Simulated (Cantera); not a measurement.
A Cantera script and what it prints.

```python
import numpy as np
import cantera as ct

gas_names = """
    CL CL2 H HCL H2 Si SiCL SiCL2 SiCL3 SiCL4 SiH SiHCL3 SiH2 SiH2CL2 SiH3 SiH3CL SiH4 Si2 Si3
""".split()
cond_names = """
    Si(cr) Si(L)
""".split()


def load(file, names, dense=False):
    # The tables refer to 1 bar. Condensed volumes are neglected.
    table = {s.name: s for s in ct.Species.list_from_file(file)}
    out = []
    for n in names:
        d = dict(table[n].input_data)
        d["thermo"] = dict(d["thermo"], **{"reference-pressure": 1e5})
        if dense:
            d["equation-of-state"] = {"model": "constant-volume", "density": "1e6 g/cm^3"}
        out.append(ct.Species.from_dict(d))
    return out


gas = ct.Solution(thermo="ideal-gas", species=load("nasa_gas.yaml", gas_names))
cond = {s.name: ct.Solution(thermo="fixed-stoichiometry", species=[s], name=s.name)
        for s in load("nasa_condensed.yaml", cond_names, dense=True)}
atoms = {
    'Si': {'Si': 1},
    'Cl2': {'CL': 2},
    'H2': {'H': 2},
}
top_T = {}  # K; cautious upper limits of use, not melting points


def equilibrate(T, P, feed):
    n = {}
    for name, mol in feed.items():
        for a, k in atoms[name].items():
            n[a] = n.get(a, 0.0) + k * mol
    gas.TPX = T, P, n
    mass = sum(n.values()) * gas.mean_molecular_weight
    gas.equilibrate("TP")
    valid = [c for c in cond.values() if c.min_temp <= T <= top_T.get(c.name, c.max_temp)]
    mix = ct.Mixture([(gas, mass / gas.mean_molecular_weight)] + [(c, 0.0) for c in valid])
    mix.T, mix.P = T, P
    mix.equilibrate("TP", solver="vcs", rtol=1e-11, max_steps=5000)
    return mix


results = []
feed = {'Si': 1, 'Cl2': 1.1, 'H2': 8.1}  # mol
P = 10000  # Pa
for T in [925, 975, 1025, 1075, 1125, 1175, 1225, 1275, 1325, 1375, 1425, 1475, 1525, 1575]:
    mix = equilibrate(T, P, feed)
    results.append((T, P, feed, dict(zip(mix.species_names, mix.species_moles))))
    x = sorted(zip(gas.X, gas.species_names), reverse=True)
    print(f"T = {T:g} K  P = {P:g} Pa  gas = {mix.phase_moles(0):.4g} mol")
    print("   x: " + "  ".join(f"{s} {v:.3e}" for v, s in x if v > 1e-05))
    print("   condensed (mol): " + ("  ".join(f"{mix.phase(i).name} {mix.phase_moles(i):.4g}"
          for i in range(1, mix.n_phases) if mix.phase_moles(i) > 1e-12) or "none"))
```

Output:

```
T = 925 K  P = 10000 Pa  gas = 8.627 mol
   x: H2 9.247e-01  SiCL4 4.712e-02  SiHCL3 1.839e-02  HCL 8.607e-03  SiH2CL2 7.050e-04  SiCL3 3.705e-04  SiCL2 1.157e-04
   condensed (mol): Si(cr) 0.4245
T = 975 K  P = 10000 Pa  gas = 8.641 mol
   x: H2 9.210e-01  SiCL4 4.590e-02  SiHCL3 1.768e-02  HCL 1.367e-02  SiCL3 7.287e-04  SiH2CL2 7.130e-04  SiCL2 3.276e-04
   condensed (mol): Si(cr) 0.4352
T = 1025 K  P = 10000 Pa  gas = 8.662 mol
   x: H2 9.157e-01  SiCL4 4.399e-02  HCL 2.061e-02  SiHCL3 1.679e-02  SiCL3 1.321e-03  SiCL2 8.281e-04  SiH2CL2 7.115e-04
   condensed (mol): Si(cr) 0.4487
T = 1075 K  P = 10000 Pa  gas = 8.69 mol
   x: H2 9.087e-01  SiCL4 4.116e-02  HCL 2.965e-02  SiHCL3 1.568e-02  SiCL3 2.216e-03  SiCL2 1.889e-03  SiH2CL2 6.982e-04
   condensed (mol): Si(cr) 0.4642
T = 1125 K  P = 10000 Pa  gas = 8.73 mol
   x: H2 8.997e-01  HCL 4.079e-02  SiCL4 3.723e-02  SiHCL3 1.426e-02  SiCL2 3.918e-03  SiCL3 3.443e-03  SiH2CL2 6.707e-04
   condensed (mol): Si(cr) 0.4803
T = 1175 K  P = 10000 Pa  gas = 8.781 mol
   x: H2 8.887e-01  HCL 5.372e-02  SiCL4 3.210e-02  SiHCL3 1.252e-02  SiCL2 7.407e-03  SiCL3 4.933e-03  SiH2CL2 6.263e-04
   condensed (mol): Si(cr) 0.4943
T = 1225 K  P = 10000 Pa  gas = 8.845 mol
   x: H2 8.761e-01  HCL 6.770e-02  SiCL4 2.590e-02  SiCL2 1.276e-02  SiHCL3 1.046e-02  SiCL3 6.465e-03  SiH2CL2 5.638e-04
   condensed (mol): Si(cr) 0.5033
T = 1275 K  P = 10000 Pa  gas = 8.917 mol
   x: H2 8.630e-01  HCL 8.153e-02  SiCL2 1.997e-02  SiCL4 1.917e-02  SiHCL3 8.190e-03  SiCL3 7.671e-03  SiH2CL2 4.850e-04
   condensed (mol): Si(cr) 0.5052
T = 1325 K  P = 10000 Pa  gas = 8.991 mol
   x: H2 8.506e-01  HCL 9.376e-02  SiCL2 2.831e-02  SiCL4 1.279e-02  SiCL3 8.166e-03  SiHCL3 5.942e-03  SiH2CL2 3.960e-04
   condensed (mol): Si(cr) 0.4999
T = 1375 K  P = 10000 Pa  gas = 9.056 mol
   x: H2 8.405e-01  HCL 1.032e-01  SiCL2 3.651e-02  SiCL3 7.809e-03  SiCL4 7.675e-03  SiHCL3 3.988e-03  SiH2CL2 3.070e-04
   condensed (mol): Si(cr) 0.4901
T = 1425 K  P = 10000 Pa  gas = 9.106 mol
   x: H2 8.333e-01  HCL 1.095e-01  SiCL2 4.340e-02  SiCL3 6.821e-03  SiCL4 4.216e-03  SiHCL3 2.512e-03  SiH2CL2 2.284e-04  H 1.969e-05
   condensed (mol): Si(cr) 0.4792
T = 1475 K  P = 10000 Pa  gas = 9.139 mol
   x: H2 8.288e-01  HCL 1.131e-01  SiCL2 4.858e-02  SiCL3 5.598e-03  SiCL4 2.195e-03  SiHCL3 1.522e-03  SiH2CL2 1.657e-04  H 3.734e-05
   condensed (mol): Si(cr) 0.4693
T = 1525 K  P = 10000 Pa  gas = 9.16 mol
   x: H2 8.262e-01  HCL 1.149e-01  SiCL2 5.226e-02  SiCL3 4.440e-03  SiCL4 1.121e-03  SiHCL3 9.113e-04  SiH2CL2 1.193e-04  H 6.800e-05
   condensed (mol): Si(cr) 0.4608
T = 1575 K  P = 10000 Pa  gas = 9.174 mol
   x: H2 8.248e-01  HCL 1.155e-01  SiCL2 5.486e-02  SiCL3 3.475e-03  SiCL4 5.759e-04  SiHCL3 5.485e-04  H 1.193e-04  SiH2CL2 8.625e-05  CL 1.328e-05
   condensed (mol): Si(cr) 0.4536
```

Cantera equilibrium calculation (NASA polynomials, part measured and part estimated; ideal gas, pure solids and liquids). The tables' values for SiCl3 are old estimates; treat these amounts as uncertain.
